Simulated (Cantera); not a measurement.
What does this Cantera script print?

```python
import numpy as np
import cantera as ct

gas_names = """
    O2 CL2
""".split()
cond_names = """
    Li(L) LiCL(s) Li2O(s)
""".split()


# ... load() reads the species with a 1 bar reference pressure and builds the phases ...
species = {s.name: s for s in load("nasa_gas.yaml", gas_names) + load("nasa_condensed.yaml", cond_names)}
T = 825
g = {n: (s.thermo.h(T) - T * s.thermo.s(T)) / (ct.gas_constant * T * np.log(10)) for n, s in species.items()}
valid = cond_names  # the entries whose range holds T


def stable(la, lb):
    # potentials (over RT ln 10) of the two non-metals from log10 p(O2) and log10 p(CL2) in bar
    mu = {}
    mu["O"] = (g["O2"] + la) / 2
    mu["Cl"] = (g["CL2"] + lb) / 2
    cost = {}
    for n in valid:
        c = species[n].composition
        cost[n] = (g[n] - sum(c.get(e, 0) * m for e, m in mu.items())) / c["Li"]
    return min(cost, key=cost.get)


results = []
for lb in [1, -1.9, -4.8, -7.8, -10.7, -13.6, -16.5, -19.5, -22.4, -25.3, -28.2, -31.2, -34.1, -37]:
    row = [stable(la, lb) for la in [-17, -16.1, -15.2, -14.3, -13.4, -12.5, -11.6, -10.7, -9.8, -8.9, -8, -7.1, -6.2, -5.3, -4.4, -3.5, -2.6, -1.7, -0.8, 0.1, 1]]
    results.append(row)
    print(f"{lb:6.1f}  " + " ".join(f"{valid.index(n):x}" for n in row))
print("key: " + ", ".join(f"{i:x} {n}" for i, n in enumerate(valid)))
```

It prints:

```
   1.0  1 1 1 1 1 1 1 1 1 1 1 1 1 1 1 1 1 1 1 1 1
  -1.9  1 1 1 1 1 1 1 1 1 1 1 1 1 1 1 1 1 1 1 1 1
  -4.8  1 1 1 1 1 1 1 1 1 1 1 1 1 1 1 1 1 1 1 1 1
  -7.8  1 1 1 1 1 1 1 1 1 1 1 1 1 1 1 1 1 1 1 1 1
 -10.7  1 1 1 1 1 1 1 1 1 1 1 1 1 1 1 1 1 1 1 1 1
 -13.6  1 1 1 1 1 1 1 1 1 1 1 1 1 1 1 1 2 2 2 2 2
 -16.5  1 1 1 1 1 1 1 1 1 1 2 2 2 2 2 2 2 2 2 2 2
 -19.5  1 1 1 2 2 2 2 2 2 2 2 2 2 2 2 2 2 2 2 2 2
 -22.4  2 2 2 2 2 2 2 2 2 2 2 2 2 2 2 2 2 2 2 2 2
 -25.3  2 2 2 2 2 2 2 2 2 2 2 2 2 2 2 2 2 2 2 2 2
 -28.2  2 2 2 2 2 2 2 2 2 2 2 2 2 2 2 2 2 2 2 2 2
 -31.2  2 2 2 2 2 2 2 2 2 2 2 2 2 2 2 2 2 2 2 2 2
 -34.1  2 2 2 2 2 2 2 2 2 2 2 2 2 2 2 2 2 2 2 2 2
 -37.0  2 2 2 2 2 2 2 2 2 2 2 2 2 2 2 2 2 2 2 2 2
key: 0 Li(L), 1 LiCL(s), 2 Li2O(s)
```

Standard-state values (1 bar) from the NASA 1993 polynomials, evaluated with Cantera. Not in the tables: the peroxide.
